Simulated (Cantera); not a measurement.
Input (Python, Cantera) and output of one run.

```python
import numpy as np
import cantera as ct

gas_names = """
    H HO2 H2 H2O H2O2 O OH O2 O3 Zr ZrO ZrO2
""".split()
cond_names = """
    H2O(s) H2O(L) Zr(a) Zr(b) Zr(L) ZrO2(a) ZrO2(b) ZrO2(L)
""".split()


# ... load() reads the species with a 1 bar reference pressure and builds the phases ...
atoms = {
    'Zr': {'Zr': 1},
    'H2O': {'H': 2, 'O': 1},
}
top_T = {}  # K; cautious upper limits of use, not melting points


# ... equilibrate(T, P, feed) seeds the gas with the atoms and calls Mixture.equilibrate('TP', solver="vcs", rtol=1e-11, max_steps=5000) ...
results = []
feed = {'Zr': 1, 'H2O': 0.3}  # mol
for P in [0.1, 0.5, 2.5, 13, 63, 320, 1600, 7900, 40000, 200000, 1000000]:
    for T in [1425, 1575, 1725, 1875, 2025, 2175, 2325, 2475, 2625, 2775]:
        mix = equilibrate(T, P, feed)
        results.append((T, P, feed, dict(zip(mix.species_names, mix.species_moles))))

for T, P, feed, n in results:
    print(f"{T:7g} {P:10.4g}  " + (" + ".join(c for c in cond_names if n.get(c, 0) > 1e-12) or "gas only"))
```

Output:

```
   1425        0.1  Zr(b) + ZrO2(a)
   1575        0.1  Zr(b) + ZrO2(b)
   1725        0.1  Zr(b) + ZrO2(b)
   1875        0.1  Zr(b) + ZrO2(b)
   2025        0.1  Zr(b) + ZrO2(b)
   2175        0.1  Zr(L)
   2325        0.1  Zr(L)
   2475        0.1  gas only
   2625        0.1  gas only
   2775        0.1  gas only
   1425        0.5  Zr(b) + ZrO2(a)
   1575        0.5  Zr(b) + ZrO2(b)
   1725        0.5  Zr(b) + ZrO2(b)
   1875        0.5  Zr(b) + ZrO2(b)
   2025        0.5  Zr(b) + ZrO2(b)
   2175        0.5  Zr(L) + ZrO2(b)
   2325        0.5  Zr(L)
   2475        0.5  Zr(L)
   2625        0.5  gas only
   2775        0.5  gas only
   1425        2.5  Zr(b) + ZrO2(a)
   1575        2.5  Zr(b) + ZrO2(b)
   1725        2.5  Zr(b) + ZrO2(b)
   1875        2.5  Zr(b) + ZrO2(b)
   2025        2.5  Zr(b) + ZrO2(b)
   2175        2.5  Zr(L) + ZrO2(b)
   2325        2.5  Zr(L) + ZrO2(b)
   2475        2.5  Zr(L)
   2625        2.5  Zr(L)
   2775        2.5  gas only
   1425         13  Zr(b) + ZrO2(a)
   1575         13  Zr(b) + ZrO2(b)
   1725         13  Zr(b) + ZrO2(b)
   1875         13  Zr(b) + ZrO2(b)
   2025         13  Zr(b) + ZrO2(b)
   2175         13  Zr(L) + ZrO2(b)
   2325         13  Zr(L) + ZrO2(b)
   2475         13  Zr(L)
   2625         13  Zr(L)
   2775         13  Zr(L)
   1425         63  Zr(b) + ZrO2(a)
   1575         63  Zr(b) + ZrO2(b)
   1725         63  Zr(b) + ZrO2(b)
   1875         63  Zr(b) + ZrO2(b)
   2025         63  Zr(b) + ZrO2(b)
   2175         63  Zr(L) + ZrO2(b)
   2325         63  Zr(L) + ZrO2(b)
   2475         63  Zr(L) + ZrO2(b)
   2625         63  Zr(L)
   2775         63  Zr(L)
   1425        320  Zr(b) + ZrO2(a)
   1575        320  Zr(b) + ZrO2(b)
   1725        320  Zr(b) + ZrO2(b)
   1875        320  Zr(b) + ZrO2(b)
   2025        320  Zr(b) + ZrO2(b)
   2175        320  Zr(L) + ZrO2(b)
   2325        320  Zr(L) + ZrO2(b)
   2475        320  Zr(L) + ZrO2(b)
   2625        320  Zr(L) + ZrO2(b)
   2775        320  Zr(L)
   1425       1600  Zr(b) + ZrO2(a)
   1575       1600  Zr(b) + ZrO2(b)
   1725       1600  Zr(b) + ZrO2(b)
   1875       1600  Zr(b) + ZrO2(b)
   2025       1600  Zr(b) + ZrO2(b)
   2175       1600  Zr(L) + ZrO2(b)
   2325       1600  Zr(L) + ZrO2(b)
   2475       1600  Zr(L) + ZrO2(b)
   2625       1600  Zr(L) + ZrO2(b)
   2775       1600  Zr(L) + ZrO2(b)
   1425       7900  Zr(b) + ZrO2(a)
   1575       7900  Zr(b) + ZrO2(b)
   1725       7900  Zr(b) + ZrO2(b)
   1875       7900  Zr(b) + ZrO2(b)
   2025       7900  Zr(b) + ZrO2(b)
   2175       7900  Zr(L) + ZrO2(b)
   2325       7900  Zr(L) + ZrO2(b)
   2475       7900  Zr(L) + ZrO2(b)
   2625       7900  Zr(L) + ZrO2(b)
   2775       7900  Zr(L) + ZrO2(b)
   1425      4e+04  Zr(b) + ZrO2(a)
   1575      4e+04  Zr(b) + ZrO2(b)
   1725      4e+04  Zr(b) + ZrO2(b)
   1875      4e+04  Zr(b) + ZrO2(b)
   2025      4e+04  Zr(b) + ZrO2(b)
   2175      4e+04  Zr(L) + ZrO2(b)
   2325      4e+04  Zr(L) + ZrO2(b)
   2475      4e+04  Zr(L) + ZrO2(b)
   2625      4e+04  Zr(L) + ZrO2(b)
   2775      4e+04  Zr(L) + ZrO2(b)
   1425      2e+05  Zr(b) + ZrO2(a)
   1575      2e+05  Zr(b) + ZrO2(b)
   1725      2e+05  Zr(b) + ZrO2(b)
   1875      2e+05  Zr(b) + ZrO2(b)
   2025      2e+05  Zr(b) + ZrO2(b)
   2175      2e+05  Zr(L) + ZrO2(b)
   2325      2e+05  Zr(L) + ZrO2(b)
   2475      2e+05  Zr(L) + ZrO2(b)
   2625      2e+05  Zr(L) + ZrO2(b)
   2775      2e+05  Zr(L) + ZrO2(b)
   1425      1e+06  Zr(b) + ZrO2(a)
   1575      1e+06  Zr(b) + ZrO2(b)
   1725      1e+06  Zr(b) + ZrO2(b)
   1875      1e+06  Zr(b) + ZrO2(b)
   2025      1e+06  Zr(b) + ZrO2(b)
   2175      1e+06  Zr(L) + ZrO2(b)
   2325      1e+06  Zr(L) + ZrO2(b)
   2475      1e+06  Zr(L) + ZrO2(b)
   2625      1e+06  Zr(L) + ZrO2(b)
   2775      1e+06  Zr(L) + ZrO2(b)
```

These are equilibrium values from Cantera (NASA tables, ideal gas, pure condensed phases), not measurements of a reactor. Mutual solubility and eutectic melting of coexisting phases are not modelled. Condensed phases not in the tables: N, O or C dissolved in the metal.
